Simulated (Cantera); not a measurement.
Cantera run, input and output.

```python
import numpy as np
import cantera as ct

gas = ct.Solution("gri30.yaml")
gas.TPX = 1775, 101325, {'CO': 1, 'H2': 0.032, 'O2': 1.15, 'N2': 8.94, 'CO2': 3.2}
reactor = ct.IdealGasReactor(gas, energy="on", clone=False)
net = ct.ReactorNet([reactor])
net.rtol, net.atol = 1e-08, 1e-16
show = ['CO', 'H2', 'O2', 'O', 'NO']
times = np.geomspace(4e-06, 0.2, 16)

steps = ct.SolutionArray(gas, extra=["t"])
rows = []
print(f"{'t/s':>10s}{'T/K':>9s}{'P/Pa':>11s}" + "".join(f"{s:>11s}" for s in show))
for t in times:
    while net.time < t:
        t_next = net.step()
        steps.append(gas.state, t=t_next)
    rows.append([np.interp(t, steps.t, y) for y in (steps.T, steps.P, *steps(*show).X.T)])
    print(f"{t:10.3e}{rows[-1][0]:9.1f}{rows[-1][1]:11.4g}" + "".join(f"{x:11.3e}" for x in rows[-1][2:]))
rate = np.gradient(steps.T, steps.t)
print("integrator steps:", len(steps.t))
if steps.T.max() > steps.T[0] + 200:
    print(f"time of steepest temperature rise: {steps.t[rate.argmax()]:.4e} s")
gas.TPX = 1775, 101325, {'CO': 1, 'H2': 0.032, 'O2': 1.15, 'N2': 8.94, 'CO2': 3.2}
gas.equilibrate("UV")
print(f"equilibrium (UV): T = {gas.T:.1f} K  " + "  ".join(f"{s} {gas[s].X[0]:.3e}" for s in show))
```

It prints:

```
       t/s      T/K       P/Pa         CO         H2         O2          O         NO
 4.000e-06   1775.0  1.013e+05  6.982e-02  2.234e-03  8.030e-02  5.435e-07  4.405e-13
 8.229e-06   1775.0  1.013e+05  6.982e-02  2.234e-03  8.029e-02  1.322e-06  2.176e-12
 1.693e-05   1775.0  1.013e+05  6.982e-02  2.231e-03  8.029e-02  4.891e-06  1.336e-11
 3.482e-05   1775.0  1.013e+05  6.978e-02  2.186e-03  8.022e-02  5.307e-05  1.852e-10
 7.163e-05   1777.4  1.014e+05  6.774e-02  5.985e-04  7.709e-02  2.460e-03  2.370e-08
 1.474e-04   1797.0  1.025e+05  6.144e-02  6.252e-05  7.146e-02  7.085e-03  6.833e-07
 3.031e-04   1839.9  1.046e+05  5.548e-02  6.851e-05  6.819e-02  7.887e-03  3.934e-06
 6.236e-04   1908.7  1.081e+05  4.882e-02  6.145e-05  6.572e-02  6.429e-03  1.249e-05
 1.283e-03   1996.6  1.124e+05  4.003e-02  5.018e-05  6.242e-02  4.619e-03  3.375e-05
 2.639e-03   2089.3   1.17e+05  3.018e-02  3.741e-05  5.852e-02  2.997e-03  8.868e-05
 5.429e-03   2170.9  1.209e+05  2.101e-02  2.583e-05  5.471e-02  1.816e-03  2.186e-04
 1.117e-02   2228.4  1.236e+05  1.424e-02  1.754e-05  5.174e-02  1.114e-03  4.784e-04
 2.297e-02   2254.1  1.248e+05  1.105e-02  1.372e-05  5.015e-02  8.277e-04  9.382e-04
 4.726e-02   2257.0  1.249e+05  1.046e-02  1.304e-05  4.949e-02  7.731e-04  1.745e-03
 9.722e-02   2254.6  1.248e+05  1.036e-02  1.295e-05  4.880e-02  7.552e-04  3.060e-03
 2.000e-01   2251.4  1.246e+05  1.024e-02  1.285e-05  4.795e-02  7.347e-04  4.674e-03
integrator steps: 1054
time of steepest temperature rise: 1.8525e-04 s
equilibrium (UV): T = 2248.8 K  CO 1.014e-02  H2 1.277e-05  O2 4.723e-02  O 7.177e-04  NO 6.041e-03
```

Model: GRI-Mech 3.0 (53 species, 325 reactions), integrated in Cantera.
